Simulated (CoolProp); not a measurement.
A single-stage vapour-compression cycle with R1233zd(E): evaporating at 287.15 K (dew point), condensing at 354.15 K (bubble point), superheat 2 K, subcooling 5 K, compressor efficiency 0.8, no pressure losses. Each further row changes one setting.

Model: reference Helmholtz-energy equation of state, Akasaka 2022, in CoolProp.

```json
[
 {"case": "as stated", "cooling COP": "2.56", "pressure ratio": "7.80", "discharge temperature (K)": "358.6", "refrigerating effect (kJ/kg)": "121", "volumetric capacity (kJ/m³)": "591"},
 {"case": "evaporating temperature 292.15 K", "cooling COP": "…", "pressure ratio": "6.45", "discharge temperature (K)": "…", "refrigerating effect (kJ/kg)": "125", "volumetric capacity (kJ/m³)": "727"},
 {"case": "condensing temperature 349.15 K", "cooling COP": "2.87", "pressure ratio": "6.90", "discharge temperature (K)": "353.9", "refrigerating effect (kJ/kg)": "128", "volumetric capacity (kJ/m³)": "622"},
 {"case": "subcooling 10 K", "cooling COP": "2.70", "pressure ratio": "7.80", "discharge temperature (K)": "358.6", "refrigerating effect (kJ/kg)": "128", "volumetric capacity (kJ/m³)": "622"},
 {"case": "superheat 12 K", "cooling COP": "2.61", "pressure ratio": "7.80", "discharge temperature (K)": "368.8", "refrigerating effect (kJ/kg)": "…", "volumetric capacity (kJ/m³)": "605"},
 {"case": "compressor efficiency 0.7", "cooling COP": "2.24", "pressure ratio": "7.80", "discharge temperature (K)": "365.5", "refrigerating effect (kJ/kg)": "121", "volumetric capacity (kJ/m³)": "591"}
]
```

**Question.** Fill in the missing entries.

**Answer.** 
- evaporating temperature 292.15 K, cooling COP: 2.89
- evaporating temperature 292.15 K, discharge temperature (K): 357.7
- superheat 12 K, refrigerating effect (kJ/kg): 129
